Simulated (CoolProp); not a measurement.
The numbers come from the reference Helmholtz-energy equation of state, Smukala 2000 in CoolProp.

### Question
For ethylene, give the phase and the Z, cp (kJ/(kg K)), speed of sound (m/s) at 450 K and 4.5 MPa; 450 K and 7.2 MPa.

### Answer
- 450 K and 4.5 MPa: gas; Z 0.941, cp 2.22, speed of sound 383
- 450 K and 7.2 MPa: supercritical; Z 0.910, cp 2.33, speed of sound 379
